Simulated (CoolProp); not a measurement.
Saturation properties of R113 (Tc = 214.1 °C, pc = 3392 kPa, ω = 0.253).

Values from CoolProp's reference Helmholtz-energy equation of state, Marx 1992.

| T (°C) | p (kPa) | vapour density (kg/m³) | enthalpy of vaporisation (kJ/kg) |
|---|---|---|---|
| -12.45 | 7.945 | 0.6912 | 162.4 |
| 4.75 | 18.85 | 1.547 | 157.4 |
| 21.85 | 39.54 | 3.085 | 152.3 |
| 39.05 | 75.68 | 5.650 | 147.0 |
| 56.25 | 133.8 | 9.641 | 141.5 |
| 73.35 | 221.2 | 15.50 | 135.6 |
| 90.55 | 347.5 | 23.91 | 129.2 |
| 107.75 | 521.7 | 35.59 | 122.1 |
| 124.85 | 752.7 | 51.49 | 114.3 |
| 142.05 | 1054 | 73.33 | 105.3 |
| 159.25 | 1437 | 103.5 | 94.68 |
| 176.45 | 1915 | 146.8 | 81.72 |
| 193.55 | 2501 | 214.3 | 64.50 |

It boils at 47.6 °C under 1 atm.
